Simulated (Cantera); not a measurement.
Charge: 1 mol CCl₄, 0.041 mol Si, 0.83 mol H₂, at 3348.15 K.

These are equilibrium values from Cantera (NASA tables, ideal gas, pure condensed phases), not measurements of a reactor. Candidate condensed phases: C, C₆H₆, C₇H₈, C₈H₁₈, Si, SiC; 109 gas species. Rates play no part.

Task: Which condensed phases are stable at each of these points (P (Pa)): 1, 5.20, 27, 140, 720, 3700, 19000, 100000?

Result: 
| P (Pa) | condensed phases | Si condensed (%) |
|---|---|---|
| 1 | gas only | 0.0 |
| 5.20 | gas only | 0.0 |
| 27 | gas only | 0.0 |
| 140 | gas only | 0.0 |
| 720 | gas only | 0.0 |
| 3700 | gas only | 0.0 |
| 19000 | C(graphite) | 0.0 |
| 100000 | C(graphite) | 0.0 |

From 1.00 Pa to 37.0 mbar nothing is condensed. From 0.190 bar to 1.00 bar the condensed part is C(graphite).
